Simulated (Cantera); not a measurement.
A Cantera script and what it prints.

```python
import numpy as np
import cantera as ct

gas_names = """
    CL CL2 H HCL H2 Si SiCL SiCL2 SiCL3 SiCL4 SiH SiHCL3 SiH2 SiH2CL2 SiH3 SiH3CL SiH4 Si2 Si3
""".split()
cond_names = """
    Si(cr) Si(L)
""".split()


# ... load() reads the species with a 1 bar reference pressure and builds the phases ...
atoms = {
    'SiCl4': {'Si': 1, 'CL': 4},
    'HCl': {'H': 1, 'CL': 1},
    'H2': {'H': 2},
    'Cl2': {'CL': 2},
}
top_T = {}  # K; cautious upper limits of use, not melting points


# ... equilibrate(T, P, feed) seeds the gas with the atoms and calls Mixture.equilibrate('TP', solver="vcs", rtol=1e-11, max_steps=5000) ...
results = []
feed = {'SiCl4': 1, 'HCl': 0.59, 'H2': 0.58, 'Cl2': 0.53}  # mol
P = 23000  # Pa
for T in [1175, 1225, 1275, 1325, 1375, 1425, 1475]:
    mix = equilibrate(T, P, feed)
    results.append((T, P, feed, dict(zip(mix.species_names, mix.species_moles))))

top = {s: max(r[3][s] / sum(r[3][g] for g in gas_names) for r in results) for s in gas_names}
cols = sorted((s for s in top if top[s] > 1e-06), key=lambda s: -top[s])[:6]
seen = [c for c in cond_names if any(r[3].get(c, 0) > 1e-12 for r in results)]
print("log10 of partial pressures in bar; condensed amounts in mol")
print(f"{'T/K':>10s}" + "".join(f"{s[:9]:>10s}" for s in cols + seen))
for T, P, feed, n in results:
    ng = sum(n[g] for g in gas_names)
    print(f"{T:10.4g}" + "".join(f"{np.log10(max(n[s] / ng * P / 1e5, 1e-99)):10.3f}" for s in cols)
          + "".join(f"{n.get(c, 0):10.4g}" for c in seen))
```

Output:

```
log10 of partial pressures in bar; condensed amounts in mol
       T/K       HCL     SiCL4        H2     SiCL3     SiCL2    SiHCL3
      1175    -0.852    -1.071    -2.383    -3.968    -5.875    -4.229
      1225    -0.851    -1.071    -2.391    -3.659    -5.348    -4.117
      1275    -0.851    -1.073    -2.405    -3.379    -4.871    -4.021
      1325    -0.850    -1.075    -2.428    -3.127    -4.444    -3.944
      1375    -0.849    -1.079    -2.467    -2.904    -4.068    -3.892
      1425    -0.847    -1.084    -2.528    -2.713    -3.748    -3.871
      1475    -0.845    -1.090    -2.621    -2.555    -3.488    -3.890
```

These are equilibrium values from Cantera (NASA tables, ideal gas, pure condensed phases), not measurements of a reactor. The tables' values for SiCl3 are old estimates; treat these amounts as uncertain.
